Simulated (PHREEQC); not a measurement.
Dissolve 90 mmol/kgw MnSO4, 58 mmol/kgw MgSO4, 0.083 mmol/kgw NaHCO3 and 8.1 mmol/kgw NaCl at 20 °C and 50 atm. Closed to the air; pH follows from the charge balance.

Computed with PHREEQC (ion-association model, phreeqc.dat).

This is a speciation only: nothing precipitates in the calculation.

Predict the pH, density, ionic strength.

pH 6.78; density 1.020 g/cm³; ionic strength 0.317 mol/kgw.

In which forms is Mn present?

Mn+2 56 %, MnSO4 44 % of the Mn.

The solution is supersaturated, for example in Rhodochrosite, so a real one may precipitate; this is no full list. Complexes and solids missing from the database can't appear. Under pressure, the constants of complexes without a molar volume in the database are unreliable.
